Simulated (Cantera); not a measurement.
What does this Cantera script print?

```python
import numpy as np
import cantera as ct

gas_names = """
    B BH BH2 BH3 BN B2 H H2 N NH NH2 NH3 N2 N2H2 N2H4
""".split()
cond_names = """
    B(b) B(L) BN(s)
""".split()


def load(file, names, dense=False):
    # The tables refer to 1 bar. Condensed volumes are neglected.
    table = {s.name: s for s in ct.Species.list_from_file(file)}
    out = []
    for n in names:
        d = dict(table[n].input_data)
        d["thermo"] = dict(d["thermo"], **{"reference-pressure": 1e5})
        if dense:
            d["equation-of-state"] = {"model": "constant-volume", "density": "1e6 g/cm^3"}
        out.append(ct.Species.from_dict(d))
    return out


gas = ct.Solution(thermo="ideal-gas", species=load("nasa_gas.yaml", gas_names))
cond = {s.name: ct.Solution(thermo="fixed-stoichiometry", species=[s], name=s.name)
        for s in load("nasa_condensed.yaml", cond_names, dense=True)}
atoms = {
    'B2H6': {'B': 2, 'H': 6},
    'N2': {'N': 2},
}
top_T = {'BN(s)': 3200}  # K; cautious upper limits of use, not melting points


def equilibrate(T, P, feed):
    n = {}
    for name, mol in feed.items():
        for a, k in atoms[name].items():
            n[a] = n.get(a, 0.0) + k * mol
    gas.TPX = T, P, n
    mass = sum(n.values()) * gas.mean_molecular_weight
    gas.equilibrate("TP")
    valid = [c for c in cond.values() if c.min_temp <= T <= top_T.get(c.name, c.max_temp)]
    mix = ct.Mixture([(gas, mass / gas.mean_molecular_weight)] + [(c, 0.0) for c in valid])
    mix.T, mix.P = T, P
    mix.equilibrate("TP", solver="vcs", rtol=1e-11, max_steps=5000)
    return mix


results = []
feed = {'B2H6': 1, 'N2': 6}  # mol
T = 1675  # K
P = 13000  # Pa
mix = equilibrate(T, P, feed)
results.append((T, P, feed, dict(zip(mix.species_names, mix.species_moles))))
print(gas.report(threshold=1e-06))
for i in range(1, mix.n_phases):
    print(f"{mix.phase(i).name:16s} {mix.phase_moles(i):12.5e} mol")
```

It prints:

```
       temperature   1675 K
          pressure   13000 Pa
           density   0.017048 kg/m^3
  mean mol. weight   18.263 kg/kmol
   phase of matter   gas

                          1 kg             1 kmol
                     ---------------   ---------------
          enthalpy        2.3886e+06        4.3623e+07  J
   internal energy        1.6261e+06        2.9697e+07  J
           entropy             13387        2.4448e+05  J/K
    Gibbs function       -2.0034e+07       -3.6588e+08  J
 heat capacity c_p            1885.7             34438  J/K
 heat capacity c_v            1430.4             26123  J/K

                      mass frac. Y      mole frac. X     chem. pot. / RT
                     ---------------   ---------------   ---------------
                 H        1.0882e-05        0.00019716           -10.976
                H2           0.04138           0.37486           -21.952
                N2           0.95861           0.62494           -28.868
     [  +12 minor]        8.8009e-07        9.5392e-07

B(b)              0.00000e+00 mol
BN(s)             2.00000e+00 mol
```

Method: chemical equilibrium by Gibbs-energy minimisation in Cantera with the NASA 1993 tables (ideal gas, pure condensed phases). The feed counts by its element totals alone.
